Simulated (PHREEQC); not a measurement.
Consider water at 25 °C and 100 atm with 4.2 mmol/kgw FeCl3 and 14 mmol/kgw H2SO4. Closed to the air; pH follows from the charge balance.

The numbers come from PHREEQC with the ion-association model, phreeqc.dat.

| quantity | before | after |
|---|---|---|
| pH | 1.71 | 1.56 |
| ionic strength (mol/kgw) | 0.0340 | 0.0452 |
| HSO4- (mol/kgw) | 0.00516 | 0.00980 |

**Question.** What was changed between the two runs?
A) temperature from 25 to 45 °C
B) FeCl3 left out
C) H2SO4 replaced by NaHSO4 at the same molality
D) H2SO4 from 0.014 to 0.021 mol/kgw
E) diluted 2-fold with water

**Answer.** D, H2SO4 from 0.014 to 0.021 mol/kgw

This is a speciation only: nothing precipitates in the calculation. Some of these states are supersaturated (in Hematite (slow to form), Goethite (slow to form), for instance). Under pressure, the constants of complexes without a molar volume in the database are unreliable.
